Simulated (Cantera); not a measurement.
Feed: 1 mol BN, a varied amount of Cl2, 11 mol H2O, held at 1050 K and 72.0 Pa.

Cantera equilibrium calculation (NASA polynomials, part measured and part estimated; ideal gas, pure solids and liquids). Candidate condensed phases: B, BN, B2O3, B3O3H3, H2O, NH4Cl; 49 gas species. Gases not in the tables: H3BO3. The numbers say what is thermodynamically allowed, not how fast it happens.

Task: At 1.3 mol Cl2, list the 6 most abundant gas species with their mole fractions, and the condensed phases.

Result: H2O 0.740, HCl 0.203, N2 0.0390, H2 0.0156, HBO2 0.00227, (HBO2)3 0.000373. Condensed: B2O3(l).
